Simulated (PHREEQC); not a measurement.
**Buffer: speciation**

Consider water at 25 °C with 0.0019 mol H3BO3 and 1.7e-05 mol Na2HPO4 per kg of water. Closed to the air; pH follows from the charge balance.

Computed with PHREEQC (ion-association model, phreeqc.dat).

```
Item                        Value
----------------  ---------------
pH                           6.98
ionic strength    4.06e-5 mol/kgw
total alkalinity    0.0170 meq/kg
```

```csv
species,molality,activity,log γ
H3BO3,0.00189,0.00189,0.000
Na+,3.40e-5,3.38e-5,-0.003
H2BO3-,1.06e-5,1.05e-5,-0.003
H2PO4-,1.06e-5,1.05e-5,-0.003
HPO4-2,6.45e-6,6.26e-6,-0.013
H+,1.05e-7,1.04e-7,-0.003
OH-,9.82e-8,9.75e-8,-0.003
```

No solid was allowed to form.
